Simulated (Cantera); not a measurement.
Feed: 1 mol Si, 0.14 mol CO2, 460 mol N2, held at 1748 K and 0.00133 bar.

These are equilibrium values from Cantera (NASA tables, ideal gas, pure condensed phases), not measurements of a reactor. Candidate condensed phases: C, Si, SiC, SiO2, Si2N2O, Si3N4; 34 gas species. Mutual solubility and eutectic melting of coexisting phases are not modelled. The tables' values for SiN are old estimates; treat these amounts as uncertain. The numbers say what is thermodynamically allowed, not how fast it happens.

Base state: N2 0.998, Si 0.00109, SiO 0.000565, CO 4.22e-5, Si2N 3.52e-5, SiN 2.07e-5 (mole fractions); condensed: Si(l) + SiC(s).

Q: What changes in the equilibrium state with this change: 0.46 mol H2O added?

A: 
```json
[
 {"species": "N2", "before": "0.998", "after": "0.997"},
 {"species": "SiO", "before": "0.000565", "after": "0.00136"},
 {"species": "H2", "before": "0", "after": "0.000900"},
 {"species": "H", "before": "0", "after": "0.000188"},
 {"species": "CO", "before": "4.22e-5", "after": "0.000246"},
 {"species": "Si2N", "before": "3.52e-5", "after": "1.45e-5"},
 {"species": "SiN", "before": "2.07e-5", "after": "1.33e-5"},
 {"species": "Si", "before": "0.00109", "after": "0.000701"},
 {"species": "Si(l), mol", "before": "0.0628", "after": "0"},
 {"species": "SiC(s), mol", "before": "0.117", "after": "0.0220"}
]
```
Further candidate phases: C6H6, C7H8, C8H18, H2O.

Q: What changes in the equilibrium state with this change: temperature from 1748 K to 1975 K?

A: 
```json
[
 {"species": "N2", "before": "0.998", "after": "0.998"},
 {"species": "Si", "before": "0.00109", "after": "0.00184"},
 {"species": "SiO", "before": "0.000565", "after": "0.000305"},
 {"species": "Si2N", "before": "3.52e-5", "after": "1.89e-6"},
 {"species": "CO", "before": "4.22e-5", "after": "0.000303"},
 {"species": "SiN", "before": "2.07e-5", "after": "1.85e-5"},
 {"species": "Si(l), mol", "before": "0.0628", "after": "0"},
 {"species": "SiC(s), mol", "before": "0.117", "after": "0"}
]
```

Q: What changes in the equilibrium state with this change: temperature from 1748 K to 1900 K?

A: 
| species | before | after |
|---|---|---|
| N2 | 0.998 | 0.998 |
| Si | 0.00109 | 0.00181 |
| SiO | 0.000565 | 0.000310 |
| CO | 4.22e-5 | 0.000297 |
| Si2N | 3.52e-5 | 6.10e-6 |
| SiN | 2.07e-5 | 2.21e-5 |
| Si(l), mol | 0.0628 | 0 |
| SiC(s), mol | 0.117 | 0 |
